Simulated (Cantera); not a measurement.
An isothermal, constant-pressure homogeneous reactor starts with 3.00 % H2, 93.7 % O2, 3.28 % H2O, equivalence ratio 0.016, at 950 K and 0.0267 bar.

Computed with Cantera and GRI-Mech 3.0 (53 species, 325 reactions). Radical loss at walls, strong at low pressure, is not modelled.

x: mole fraction; the columns are a selection and need not sum to one.

| t (s) | x H2 | x O2 | x H2O2 | x H | x H2O | x O |
|---|---|---|---|---|---|---|
| 2.00e-6 | 0.0300 | 0.937 | <1e-12 | <1e-12 | 0.0328 | <1e-12 |
| 8.76e-6 | 0.0300 | 0.937 | <1e-12 | 1.08e-12 | 0.0328 | <1e-12 |
| 3.84e-5 | 0.0300 | 0.937 | <1e-12 | 4.18e-12 | 0.0328 | <1e-12 |
| 0.000168 | 0.0300 | 0.937 | <1e-12 | 1.47e-11 | 0.0328 | 1.23e-11 |
| 0.000737 | 0.0300 | 0.937 | <1e-12 | 1.31e-10 | 0.0328 | 2.54e-10 |
| 0.00323 | 0.0300 | 0.937 | 7.97e-12 | 3.42e-7 | 0.0328 | … |
| 0.0141 | 0.000674 | 0.934 | 3.56e-7 | 0.000395 | 0.0625 | … |
| 0.0620 | 3.35e-5 | 0.936 | 1.39e-7 | 2.61e-6 | 0.0637 | … |
| 0.271 | 2.24e-6 | 0.936 | 4.83e-8 | 4.92e-8 | 0.0637 | … |
| 1.19 | 9.16e-8 | 0.936 | 1.34e-8 | 1.66e-9 | 0.0637 | … |
| 5.21 | 4.82e-9 | 0.936 | 3.53e-9 | 9.72e-11 | 0.0637 | … |
| 22.8 | 7.33e-10 | 0.936 | 9.27e-10 | 7.97e-12 | 0.0637 | … |
| 100 | 1.43e-10 | 0.936 | 2.33e-10 | <1e-12 | 0.0637 | … |

### Question
Fill in the missing entries.

### Answer

- 0.00323, x O: 7.34e-7
- 0.0141, x O: 0.00193
- 0.0620, x O: 8.55e-5
- 0.271, x O: 5.94e-6
- 1.19, x O: 6.23e-7
- 5.21, x O: 9.47e-8
- 22.8, x O: 1.79e-8
- 100, x O: 3.74e-9
